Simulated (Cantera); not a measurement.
An adiabatic, constant-pressure homogeneous reactor starts with CH3OH : O2 : N2 = 1 : 1.63 : 6.13 (molar parts), equivalence ratio 0.92, at 1575 K and 0.520 bar. Integrator tolerance rtol = 1e-08.

Model: GRI-Mech 3.0 (53 species, 325 reactions), integrated in Cantera. GRI-Mech 3.0 was tuned for natural gas; its chemistry of methanol as a main component is partial and can be far from experiment.

**Question.** What does this change do: O2 1.63 to 0.78 parts?

**Answer.** 
```
quantity                                                            before                                    after
---------------------------------  ---------------------------------------  ---------------------------------------
time of steepest temperature rise                                 0.229 ms                                 0.227 ms
temperature at 2.00 s                                               2668 K                                   2362 K
equilibrium temperature                                             2668 K                                   2362 K
x(CH3OH) at 2.00 s                   <1e-12 (gas-phase equilibrium <1e-12)    <1e-12 (gas-phase equilibrium <1e-12)
x(O2) at 2.00 s                      0.0306 (gas-phase equilibrium 0.0306)  6.11e-5 (gas-phase equilibrium 6.11e-5)
x(CO) at 2.00 s                      0.0415 (gas-phase equilibrium 0.0415)    0.0821 (gas-phase equilibrium 0.0821)
x(NO2) at 2.00 s                   2.14e-6 (gas-phase equilibrium 2.14e-6)  3.57e-9 (gas-phase equilibrium 3.57e-9)
x(CO2) at 2.00 s                     0.0615 (gas-phase equilibrium 0.0615)    0.0271 (gas-phase equilibrium 0.0271)
```
